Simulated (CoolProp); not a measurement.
Saturated liquid density (kg/m³) of fluorine: the reference equation beside estimates from Tc = 144.4 K, pc = 5240 kPa, ω = 0.045. Rackett uses Z = 0.29056 − 0.08775 ω.

Values from CoolProp's reference Helmholtz-energy equation of state, de Reuck 1990.

```
T (K)  reference  Rackett  van der Waals  Redlich-Kwong  Soave-Redlich-Kwong  Peng-Robinson
-----  ---------  -------  -------------  -------------  -------------------  -------------
115         1258     1279          858.3           1214                 1215           1378
118.2       1226     1246          835.0           1172                 1174           1331
121.4       1192     1212          810.1           1127                 1131           1281
124.6       1155     1175          783.3           1079                 1083           1226
127.8       1115     1135          754.2           1027                 1031           1166
130.9       1072     1092          723.1          971.4                976.2           1102
134.1       1020     1041          687.0          907.4                912.3           1027
137.3      957.6    981.5          644.8          833.3                837.9          939.7
140.5      875.2    903.4          591.5          741.7                745.4          830.5
```

Absolute difference from the reference over all 9 rows, mean and median: Rackett 2.0 and 1.8 %, van der Waals 32.3 and 32.4 %, Redlich-Kwong 8.5 and 7.9 %, Soave-Redlich-Kwong 8.2 and 7.5 %, Peng-Robinson 5.2 and 5.1 %.
